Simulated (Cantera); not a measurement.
Gas mixture: H₂O : H₂ : N₂ = 0.28 : 0.23 : 0.56 (molar parts), at 24.0 Pa, frozen composition.

Cantera's kinetic-theory transport with the Lennard-Jones parameters of GRI-Mech 3.0, ideal gas; thermal conductivity in the mixture-averaged form. Polar gases are described roughly by these parameters.

D: mixture-averaged diffusion coefficient of that species in the mixture.

| T (K) | ρ (kg/m³) | cp (J/kg/K) | μ (µPa s) | λ (mW/m/K) | Pr | D (cm²/s) CO₂ | D (cm²/s) N₂ | D (cm²/s) C₂H₂ |
|---|---|---|---|---|---|---|---|---|
| 400 | 0.000143 | 1545 | [?] | 58.9 | 0.511 | 1370 | 2420 | 1440 |
| 650 | 8.80e-5 | 1608 | [?] | 87.5 | 0.525 | 3300 | 5850 | 3420 |
| 900 | 6.35e-5 | 1702 | [?] | 116 | 0.537 | 5830 | 10300 | 6010 |
| 1150 | 4.97e-5 | 1790 | [?] | 144 | 0.544 | 8880 | 15700 | 9130 |
| 1400 | 4.08e-5 | 1867 | [?] | 172 | 0.548 | 12400 | 22000 | 12700 |
| 1650 | 3.47e-5 | 1932 | [?] | 200 | 0.551 | 16300 | 29000 | 16800 |
| 1900 | 3.01e-5 | 1987 | [?] | 226 | 0.553 | 20700 | 36700 | 21200 |

### Question
Fill in the missing entries.

### Answer

- 400, μ (µPa s): 19.5
- 650, μ (µPa s): 28.6
- 900, μ (µPa s): 36.6
- 1150, μ (µPa s): 43.9
- 1400, μ (µPa s): 50.6
- 1650, μ (µPa s): 56.9
- 1900, μ (µPa s): 62.9
